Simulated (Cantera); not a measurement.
What does this Cantera script print?

```python
import numpy as np
import cantera as ct

gas_names = """
    CL CL2 H HCL H2 Mg MgCL MgCL2 MgH Mg2
""".split()
cond_names = """
    Mg(cr) Mg(L) MgCL2(s) MgCL2(L)
""".split()


def load(file, names, dense=False):
    # The tables refer to 1 bar. Condensed volumes are neglected.
    table = {s.name: s for s in ct.Species.list_from_file(file)}
    out = []
    for n in names:
        d = dict(table[n].input_data)
        d["thermo"] = dict(d["thermo"], **{"reference-pressure": 1e5})
        if dense:
            d["equation-of-state"] = {"model": "constant-volume", "density": "1e6 g/cm^3"}
        out.append(ct.Species.from_dict(d))
    return out


gas = ct.Solution(thermo="ideal-gas", species=load("nasa_gas.yaml", gas_names))
cond = {s.name: ct.Solution(thermo="fixed-stoichiometry", species=[s], name=s.name)
        for s in load("nasa_condensed.yaml", cond_names, dense=True)}
atoms = {
    'MgCl2': {'Mg': 1, 'CL': 2},
    'HCl': {'H': 1, 'CL': 1},
    'H2': {'H': 2},
}
top_T = {}  # K; cautious upper limits of use, not melting points


def equilibrate(T, P, feed):
    n = {}
    for name, mol in feed.items():
        for a, k in atoms[name].items():
            n[a] = n.get(a, 0.0) + k * mol
    gas.TPX = T, P, n
    mass = sum(n.values()) * gas.mean_molecular_weight
    gas.equilibrate("TP")
    valid = [c for c in cond.values() if c.min_temp <= T <= top_T.get(c.name, c.max_temp)]
    mix = ct.Mixture([(gas, mass / gas.mean_molecular_weight)] + [(c, 0.0) for c in valid])
    mix.T, mix.P = T, P
    mix.equilibrate("TP", solver="vcs", rtol=1e-11, max_steps=5000)
    return mix


results = []
feed = {'MgCl2': 1, 'HCl': 3.4, 'H2': 0.18}  # mol
T = 723  # K
P = 0.29  # Pa
mix = equilibrate(T, P, feed)
results.append((T, P, feed, dict(zip(mix.species_names, mix.species_moles))))
print(gas.report(threshold=0.0001))
for i in range(1, mix.n_phases):
    print(f"{mix.phase(i).name:16s} {mix.phase_moles(i):12.5e} mol")
```

Output:

```
       temperature   723 K
          pressure   0.29 Pa
           density   1.6787e-06 kg/m^3
  mean mol. weight   34.797 kg/kmol
   phase of matter   gas

                          1 kg             1 kmol
                     ---------------   ---------------
          enthalpy         -2.17e+06       -7.5508e+07  J
   internal energy       -2.3428e+06        -8.152e+07  J
           entropy            9137.8        3.1797e+05  J/K
    Gibbs function       -8.7766e+06        -3.054e+08  J
 heat capacity c_p             864.8             30092  J/K
 heat capacity c_v            625.85             21778  J/K

                      mass frac. Y      mole frac. X     chem. pot. / RT
                     ---------------   ---------------   ---------------
               HCL           0.99391           0.94862           -51.687
                H2         0.0029096          0.050221           -32.506
             MgCL2         0.0031817         0.0011629           -120.23
     [   +7 minor]        2.3526e-10        2.4162e-10

Mg(cr)            0.00000e+00 mol
MgCL2(s)          9.95832e-01 mol
```

Cantera equilibrium calculation (NASA polynomials, part measured and part estimated; ideal gas, pure solids and liquids).
